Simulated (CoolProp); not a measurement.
Saturation properties of cis-2-butene (Tc = 435.8 K, pc = 42.36 bar, ω = 0.202).

Model: reference Helmholtz-energy equation of state, Lemmon 2005, in CoolProp. It is a short technical equation, of lower accuracy than the large ones.

```tsv
T (K)	p (bar)	enthalpy of vaporisation (kJ/kg)	liquid cp (kJ/(kg K))	vapour Z	surface tension (mN/m)
220.2	0.05981	465.7	2.009	0.9942	24.6
240.3	0.1952	448.0	…	0.9867	21.7
260.4	…	429.8	2.104	0.9742	19.0
280.5	1.161	410.6	…	0.9552	16.3
300.5	2.303	390.1	2.256	0.9291	13.7
320.6	4.163	367.3	2.358	0.8946	11.2
340.7	6.973	341.5	2.484	…	8.85
360.8	10.99	311.7	2.648	…	6.58
380.8	16.47	276.0	2.881	0.7276	…
```

Some entries are withheld; supply them.


- 240.3, liquid cp (kJ/(kg K)): 2.049
- 260.4, p (bar): 0.5159
- 280.5, liquid cp (kJ/(kg K)): 2.172
- 340.7, vapour Z: 0.8506
- 360.8, vapour Z: 0.7957
- 380.8, surface tension (mN/m): 4.47

It boils at 276.9 K under 1 atm.

Surface tension comes from a separate correlation (Mulero 2014).
